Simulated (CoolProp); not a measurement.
Properties of R125 at several states (Tc = 339.2 K, pc = 3.618 MPa, ω = 0.305).

Computed with CoolProp (reference Helmholtz-energy equation of state, Lemmon 2005).

```tsv
T (K)	p (MPa)	phase	Z	cp (kJ/(kg K))	speed of sound (m/s)	Joule-Thomson coefficient (K/MPa)	isothermal compressibility (1/MPa)
465.4	0.295	gas	0.9912	1.018	184.7	3.762	3.420
216.7	0.0387	gas	0.9816	0.6629	127.9	40.51	26.33
250.1	1.18	liquid	0.04786	1.170	564.7	-0.1796	0.003383
385.2	0.046	gas	0.9972	0.9165	169.5	6.307	21.80
467.6	13.1	supercritical	0.7708	1.346	188.2	2.098	0.07246
```
